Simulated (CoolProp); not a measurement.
Saturated liquid density (kg/m³) of normal hydrogen: the reference equation beside estimates from Tc = -240.0 °C, pc = 12.96 bar, ω = -0.219. Rackett uses Z = 0.29056 − 0.08775 ω.

Model: reference Helmholtz-energy equation of state, Leachman 2009, in CoolProp.

| T (°C) | reference | Rackett | van der Waals | Redlich-Kwong | Peng-Robinson |
|---|---|---|---|---|---|
| -251.45 | 69.27 | 72.69 | 56.18 | 82.09 | 85.43 |
| -250.45 | 67.99 | 71.09 | 54.83 | 79.72 | 82.90 |
| -249.55 | 66.77 | 69.58 | 53.55 | 77.45 | 80.50 |
| -248.55 | 65.31 | 67.83 | 52.05 | 74.77 | 77.69 |
| -247.55 | 63.74 | 65.97 | 50.45 | 71.89 | 74.70 |
| -246.55 | 62.04 | 63.98 | 48.72 | 68.79 | 71.49 |
| -245.65 | 60.35 | 62.06 | 47.05 | 65.77 | 68.38 |
| -244.65 | 58.27 | 59.73 | 45.01 | 62.10 | 64.63 |
| -243.65 | 55.88 | 57.12 | 42.73 | 58.01 | 60.47 |
| -242.65 | 53.05 | 54.08 | 40.10 | 53.33 | 55.74 |
| -241.65 | 49.44 | 50.31 | 36.92 | 47.73 | 50.10 |
| -240.75 | 44.66 | 45.49 | 33.05 | 41.09 | 43.44 |

Absolute difference from the reference over all 12 rows, mean and median: Rackett 3.1 and 3.0 %, van der Waals 22.1 and 21.8 %, Redlich-Kwong 10.1 and 9.9 %, Peng-Robinson 13.2 and 14.3 %.
